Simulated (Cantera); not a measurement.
**Stirred combustor or abatement burner**

A perfectly stirred reactor is fed with H2 : O2 : N2 = 1 : 0.926 : 3.48 (molar parts), equivalence ratio 0.54, at 1.09 atm; it is adiabatic with a 725 K inlet, and is followed from long to short residence time, starting on the burning branch (τ in s: 0.49, 0.19, 0.076, 0.03, 0.012, 0.0046, 0.0018, 0.0007, 0.00028, 0.00011, 4.2e-05, 1.7e-05, 6.5e-06).

Cantera simulation using the H2/O2 subset of GRI-Mech 3.0, which has no nitrogen chemistry; the numbers are that mechanism's predictions, not measurements.

```json
[
 {"τ (s)": "0.49", "T (K)": "2071", "x H2": "0.000341", "x O2": "0.0859", "x O": "0.000337", "x H": "4.87e-5", "x HO2": "2.81e-6"},
 {"τ (s)": "0.19", "T (K)": "2070", "x H2": "0.000373", "x O2": "0.0859", "x O": "0.000363", "x H": "5.48e-5", "x HO2": "2.84e-6"},
 {"τ (s)": "0.076", "T (K)": "2068", "x H2": "0.000446", "x O2": "0.0858", "x O": "0.000425", "x H": "7.03e-5", "x HO2": "2.93e-6"},
 {"τ (s)": "0.030", "T (K)": "2063", "x H2": "0.000620", "x O2": "0.0857", "x O": "0.000576", "x H": "0.000112", "x HO2": "3.19e-6"},
 {"τ (s)": "0.012", "T (K)": "2054", "x H2": "0.000986", "x O2": "0.0854", "x O": "0.000903", "x H": "0.000224", "x HO2": "3.89e-6"},
 {"τ (s)": "0.0046", "T (K)": "2035", "x H2": "0.00174", "x O2": "0.0850", "x O": "0.00159", "x H": "0.000530", "x HO2": "5.56e-6"},
 {"τ (s)": "0.0018", "T (K)": "2004", "x H2": "0.00307", "x O2": "0.0846", "x O": "0.00281", "x H": "0.00128", "x HO2": "8.81e-6"},
 {"τ (s)": "0.00070", "T (K)": "1952", "x H2": "0.00528", "x O2": "0.0843", "x O": "0.00484", "x H": "0.00301", "x HO2": "1.45e-5"},
 {"τ (s)": "0.00028", "T (K)": "1875", "x H2": "0.00845", "x O2": "0.0844", "x O": "0.00769", "x H": "0.00645", "x HO2": "2.29e-5"},
 {"τ (s)": "0.00011", "T (K)": "1762", "x H2": "0.0128", "x O2": "0.0856", "x O": "0.0112", "x H": "0.0126", "x HO2": "3.45e-5"},
 {"τ (s)": "4.2e-5", "T (K)": "1611", "x H2": "0.0195", "x O2": "0.0891", "x O": "0.0140", "x H": "0.0219", "x HO2": "4.98e-5"},
 {"τ (s)": "1.7e-5", "T (K)": "1433", "x H2": "0.0354", "x O2": "0.0992", "x O": "0.0130", "x H": "0.0302", "x HO2": "7.19e-5"},
 {"τ (s)": "6.5e-6", "T (K)": "725", "x H2": "0.185", "x O2": "0.171", "x O": "<1e-12", "x H": "<1e-12", "x HO2": "<1e-12"}
]
```
x: mole fraction; the columns are a selection and need not sum to one.
